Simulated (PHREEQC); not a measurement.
Dissolve 0.001 mol/kgw Na2S and 0.00024 mol/kgw MnCl2 at 25 °C. Closed to the air; pH follows from the charge balance.

All values are PHREEQC results (ion-association model, wateq4f.dat), not measurements.

```csv
quantity,before,after
pH,10.90,11.24
ionic strength (mol/kgw),0.00243,0.00242
H2S (mol/kgw),1.03e-7,6.56e-8
SI of Halite (NaCl),-7.65,-7.62
```

**Question.** Name the change that produced these shifts.
(A) Na2S from 0.001 to 0.0015 mol/kgw
(B) MnCl2 replaced by BaCl2 at the same molality
(C) temperature from 25 to 85 °C
(D) temperature from 25 to 15 °C

**Answer.** D, temperature from 25 to 15 °C

No solid was allowed to form. Some of these states are supersaturated (in Pyrochroite, MnS(Green), for instance).
